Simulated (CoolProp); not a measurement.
Carbon dioxide at 293.15 K and 11 MPa is throttled through a valve to 6.28 MPa with no heat exchange. Each further row changes one setting.

Model: reference Helmholtz-energy equation of state, Span 1996, in CoolProp.

```
case                      temperature change (K)  final phase  final density (kg/m³)
------------------------  ----------------------  -----------  ---------------------
as stated                                      …       liquid                      …
outlet pressure 1.88 MPa                       …            …                      …
outlet pressure 8.16 MPa                       …       liquid                    846
```

Question: Complete the blanks.

Answer: 
- as stated, temperature change (K): -3.5
- as stated, final density (kg/m³): 829
- outlet pressure 1.88 MPa, temperature change (K): -41.5
- outlet pressure 1.88 MPa, final phase: two-phase, vapour fraction 0.315
- outlet pressure 1.88 MPa, final density (kg/m³): 142
- outlet pressure 8.16 MPa, temperature change (K): -1.9
